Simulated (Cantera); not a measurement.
An isothermal, constant-pressure homogeneous reactor starts with 84.7 % N₂O, 15.3 % H₂O, at 1275 K and 5.63 Torr.

Computed with Cantera and GRI-Mech 3.0 (53 species, 325 reactions). GRI-Mech 3.0 was tuned for natural gas; its chemistry of N2O as a main component is partial and can be far from experiment. Radical loss at walls, strong at low pressure, is not modelled. The mechanism lacks the step 2 NO + O2 → 2 NO2, which can matter for NO2 below about 1400 K. The temperature is held fixed by assumption; the heat of reaction is taken as removed at once.

x: mole fraction; the columns are a selection and need not sum to one.

```json
[
 {"t (s)": "7.00e-6", "x N₂O": "0.847", "x H₂O": "0.153", "x H₂O₂": "<1e-12", "x NO": "1.21e-10", "x O₂": "3.80e-10"},
 {"t (s)": "2.56e-5", "x N₂O": "0.847", "x H₂O": "0.153", "x H₂O₂": "<1e-12", "x NO": "[?]", "x O₂": "5.04e-9"},
 {"t (s)": "9.36e-5", "x N₂O": "0.847", "x H₂O": "0.153", "x H₂O₂": "<1e-12", "x NO": "[?]", "x O₂": "6.46e-8"},
 {"t (s)": "0.000343", "x N₂O": "0.847", "x H₂O": "0.153", "x H₂O₂": "<1e-12", "x NO": "[?]", "x O₂": "7.59e-7"},
 {"t (s)": "0.00125", "x N₂O": "0.847", "x H₂O": "0.153", "x H₂O₂": "1.61e-11", "x NO": "[?]", "x O₂": "6.77e-6"},
 {"t (s)": "0.00458", "x N₂O": "0.847", "x H₂O": "0.153", "x H₂O₂": "1.41e-9", "x NO": "[?]", "x O₂": "3.73e-5"},
 {"t (s)": "0.0168", "x N₂O": "0.847", "x H₂O": "0.152", "x H₂O₂": "7.43e-8", "x NO": "[?]", "x O₂": "0.000158"},
 {"t (s)": "0.0613", "x N₂O": "0.845", "x H₂O": "0.152", "x H₂O₂": "1.97e-7", "x NO": "[?]", "x O₂": "0.000668"},
 {"t (s)": "0.224", "x N₂O": "0.839", "x H₂O": "0.152", "x H₂O₂": "1.35e-7", "x NO": "[?]", "x O₂": "0.00256"},
 {"t (s)": "0.820", "x N₂O": "0.817", "x H₂O": "0.151", "x H₂O₂": "7.77e-8", "x NO": "[?]", "x O₂": "0.00933"},
 {"t (s)": "3.00", "x N₂O": "0.744", "x H₂O": "0.147", "x H₂O₂": "2.84e-8", "x NO": "[?]", "x O₂": "0.0322"}
]
```

Question: Some entries are withheld; supply them.

Answer: 
- 2.56e-5, x NO: 1.60e-9
- 9.36e-5, x NO: 2.05e-8
- 0.000343, x NO: 2.41e-7
- 0.00125, x NO: 2.15e-6
- 0.00458, x NO: 1.18e-5
- 0.0168, x NO: 4.74e-5
- 0.0613, x NO: 0.000172
- 0.224, x NO: 0.000588
- 0.820, x NO: 0.00205
- 3.00, x NO: 0.00718
